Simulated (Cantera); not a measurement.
A perfectly stirred reactor is fed with 2.14 % C3H8, 20.5 % O2, 77.3 % N2, equivalence ratio 0.52, at 0.642 atm; it is adiabatic with a 725 K inlet, and is followed from long to short residence time, starting on the burning branch (τ in s: 0.023, 0.012, 0.0059, 0.0029, 0.0015, 0.00074, 0.00037, 0.00019, 9.5e-05, 4.8e-05, 2.4e-05, 1.2e-05).

Detailed kinetics in Cantera: GRI-Mech 3.0 (53 species, 325 reactions). GRI-Mech 3.0 was tuned for natural gas; its chemistry of propane as a main component is partial and can be far from experiment.

x: mole fraction; the columns are a selection and need not sum to one.

| τ (s) | T (K) | x C3H8 | x O2 | x HCO | x N2O | x CH2O | x CH4 |
|---|---|---|---|---|---|---|---|
| 0.023 | 1861 | 1.69e-6 | 0.0962 | 9.15e-8 | 4.53e-7 | ? | 2.14e-7 |
| 0.012 | 1848 | 2.62e-6 | 0.0963 | 1.84e-7 | 4.33e-7 | ? | 2.73e-7 |
| 0.0059 | 1828 | 4.23e-6 | 0.0965 | 3.90e-7 | 3.92e-7 | ? | 3.81e-7 |
| 0.0029 | 1802 | 6.92e-6 | 0.0969 | 8.19e-7 | 3.46e-7 | ? | 5.88e-7 |
| 0.0015 | 1771 | 1.13e-5 | 0.0976 | 1.61e-6 | 3.03e-7 | ? | 9.92e-7 |
| 0.00074 | 1729 | 2.03e-5 | 0.0990 | 3.29e-6 | 2.61e-7 | ? | 2.03e-6 |
| 0.00037 | 1677 | 4.03e-5 | 0.102 | 6.60e-6 | 2.20e-7 | ? | 4.96e-6 |
| 0.00019 | 1609 | 9.58e-5 | 0.107 | 1.30e-5 | 1.66e-7 | ? | 1.60e-5 |
| 9.5e-5 | 725 | 0.0214 | 0.205 | <1e-12 | <1e-12 | <1e-12 | <1e-12 |
| 4.8e-5 | 725 | 0.0214 | 0.205 | <1e-12 | <1e-12 | <1e-12 | <1e-12 |
| 2.4e-5 | 725 | 0.0214 | 0.205 | <1e-12 | <1e-12 | <1e-12 | <1e-12 |
| 1.2e-5 | 725 | 0.0214 | 0.205 | <1e-12 | <1e-12 | <1e-12 | <1e-12 |

### Question
What belongs in the gaps?

### Answer

- 0.023, x CH2O: 1.76e-6
- 0.012, x CH2O: 2.87e-6
- 0.0059, x CH2O: 4.93e-6
- 0.0029, x CH2O: 8.55e-6
- 0.0015, x CH2O: 1.45e-5
- 0.00074, x CH2O: 2.62e-5
- 0.00037, x CH2O: 5.01e-5
- 0.00019, x CH2O: 0.000106
